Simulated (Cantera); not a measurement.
Input: 1 mol HF, a varied amount of O₂, 3.1 mol H₂, equilibrated at 1900 K and 1.00 bar.

Method: chemical equilibrium by Gibbs-energy minimisation in Cantera with the NASA 1993 tables (ideal gas, pure condensed phases). Candidate condensed phases: H₂O; 22 gas species. Equilibrium is a limit: real reactors are often held back by kinetics, nucleation or transport.

x: gas mole fraction; nothing condenses.

```tsv
n(O₂) (mol)	x H₂O	x H₂	x O₂	x HF	x OH	x H	x O
0.39	0.190	0.565	1.92e-9	0.244	1.65e-5	0.000597	1.31e-8
0.5	0.244	0.512	3.85e-9	0.244	2.22e-5	0.000568	1.85e-8
0.64	0.312	0.444	8.40e-9	0.244	3.05e-5	0.000528	2.73e-8
0.82	0.400	0.356	2.14e-8	0.244	4.37e-5	0.000473	4.37e-8
1.1	0.536	0.219	1.01e-7	0.244	7.47e-5	0.000372	9.50e-8
1.3	0.634	0.122	4.59e-7	0.244	0.000118	0.000277	2.02e-7
1.7	…	…	…	0.235	…	…	…
2.2	0.650	0.000230	0.136	0.210	0.00280	1.20e-5	0.000110
2.8	0.577	0.000156	0.233	0.187	0.00301	9.91e-6	0.000144
3.6	…	…	…	…	0.00307	…	…
4.6	0.432	8.62e-5	0.425	0.140	0.00303	7.37e-6	0.000195
```

**Question.** Complete the blanks.

**Answer.** 
- 3.6, x H₂O: 0.502
- 3.6, x H₂: 0.000113
- 3.6, x O₂: 0.332
- 3.6, x HF: 0.162
- 3.6, x H: 8.45e-6
- 3.6, x O: 0.000172
- 1.7, x H₂O: 0.727
- 1.7, x H₂: 0.000507
- 1.7, x O₂: 0.0350
- 1.7, x OH: 0.00211
- 1.7, x H: 1.79e-5
- 1.7, x O: 5.58e-5
